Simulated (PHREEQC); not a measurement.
A made-up water analysis in mmol/kgw, 9.3 °C, pH 6.43:

| constituent | mmol/kgw |
|---|---|
| Na | 104 |
| K | 9.31 |
| Ca | 13.6 |
| Mg | 20.2 |
| Cl | 166 |
| S(6) | 7.6 |
| Alkalinity (meq/kgw) | 0.00319 |
| Si | 0.721 |
| Br | 1.78 |

Cl is adjusted to close the charge balance.
Valence states are taken as typed.

Computed with PHREEQC (Pitzer model, pitzer.dat).

Q: The ionic strength comes out as 0.222 mol/kgw. What activity coefficients do SO4-2, Br-, Mg+2, Na+, Ca+2 get?

A: SO4-2 0.18, Br- 0.72, Mg+2 0.32, Na+ 0.75, Ca+2 0.30. Single-ion values are on the MacInnes scale.

No solid was allowed to form. Away from 25 °C the constants follow the database's enthalpies or fits; those with neither stay at their 25 °C values.
